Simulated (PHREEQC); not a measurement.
0.1 mol of Fluorite (CaF2) is brought to equilibrium with 1 kg of water holding 0.001 mol/kgw NaCl, at 20 °C, the pH being set by adding NaOH or HCl. O2 is buffered at 0.21 atm. No CO2 enters from the air. The run lets Fluorite, Portlandite precipitate or redissolve, and no other solid.

Equilibrium calculation in PHREEQC: ion-association model, wateq4f.dat.

```json
[
 {"pH": "2", "dissolved Ca (mol/kgw)": "0.00126", "dissolved F (mol/kgw)": "0.00252", "Ca+2 (mol/kgw)": "0.00126"},
 {"pH": "2.92", "dissolved Ca (mol/kgw)": "0.000373", "dissolved F (mol/kgw)": "0.000747", "Ca+2 (mol/kgw)": "0.000373"},
 {"pH": "3.83", "dissolved Ca (mol/kgw)": "0.000218", "dissolved F (mol/kgw)": "0.000436", "Ca+2 (mol/kgw)": "0.000218"},
 {"pH": "4.75", "dissolved Ca (mol/kgw)": "0.000196", "dissolved F (mol/kgw)": "0.000392", "Ca+2 (mol/kgw)": "0.000195"},
 {"pH": "5.67", "dissolved Ca (mol/kgw)": "0.000193", "dissolved F (mol/kgw)": "0.000386", "Ca+2 (mol/kgw)": "0.000193"},
 {"pH": "6.58", "dissolved Ca (mol/kgw)": "0.000193", "dissolved F (mol/kgw)": "0.000385", "Ca+2 (mol/kgw)": "0.000192"},
 {"pH": "8.42", "dissolved Ca (mol/kgw)": "0.000193", "dissolved F (mol/kgw)": "0.000385", "Ca+2 (mol/kgw)": "0.000192"},
 {"pH": "9.33", "dissolved Ca (mol/kgw)": "0.000193", "dissolved F (mol/kgw)": "0.000385", "Ca+2 (mol/kgw)": "0.000192"},
 {"pH": "10.25", "dissolved Ca (mol/kgw)": "0.000193", "dissolved F (mol/kgw)": "0.000387", "Ca+2 (mol/kgw)": "0.000192"},
 {"pH": "11.17", "dissolved Ca (mol/kgw)": "0.000199", "dissolved F (mol/kgw)": "0.000397", "Ca+2 (mol/kgw)": "0.000194"},
 {"pH": "12.08", "dissolved Ca (mol/kgw)": "0.000228", "dissolved F (mol/kgw)": "0.000456", "Ca+2 (mol/kgw)": "0.000199"},
 {"pH": "13", "dissolved Ca (mol/kgw)": "0.000354", "dissolved F (mol/kgw)": "0.000707", "Ca+2 (mol/kgw)": "0.000192"}
]
```

Species that the database lacks are ignored.
